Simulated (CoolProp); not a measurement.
Values from CoolProp's reference Helmholtz-energy equation of state, Thol 2019.

Problem. For tetradecamethylhexasiloxane (MD4M), give the phase and the density (kg/m³), expansivity (1/kK), fugacity coefficient at -1.45 °C and 0.0279 MPa.

Solution. 
- -1.45 °C and 0.0279 MPa: liquid; density 912, expansivity 1.06, fugacity coefficient 1.01e-6
